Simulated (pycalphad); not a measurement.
**Effect of B content in Ti-Hf-B**

Computed with pycalphad from the COST 507 light-alloy database (1999), at 1 atm. These are 1990s assessments: newer ones move some temperatures and phases. Phase fractions are per mole of atoms.

One of these alloys has its liquidus at 1932 K, its solidus at 1835 K, and holds hcp 1.00, BM under 0.01 at 1125 K. Which?
A. Ti-8.014Hf-0.03832B (wt.%)
B. Ti-8.173Hf-0.6166B (wt.%)
C. Ti-8.045Hf-0.1517B (wt.%)
D. Ti-8.066Hf-0.2271B (wt.%)
E. Ti-8.035Hf-0.1131B (wt.%)
F. Ti-8.088Hf-0.3051B (wt.%)

A, Ti-8.014Hf-0.03832B (wt.%). The others: Ti-8.035Hf-0.1131B (wt.%), liquidus 1925, solidus 1814; Ti-8.045Hf-0.1517B (wt.%), liquidus 1921, solidus 1814; Ti-8.066Hf-0.2271B (wt.%), liquidus 1914, solidus 1814; Ti-8.088Hf-0.3051B (wt.%), liquidus 1906, solidus 1814; Ti-8.173Hf-0.6166B (wt.%), liquidus 1878, solidus 1814

Database names, with the compositions (at.%) that they take in these runs: BM: Ti 50 B 50.
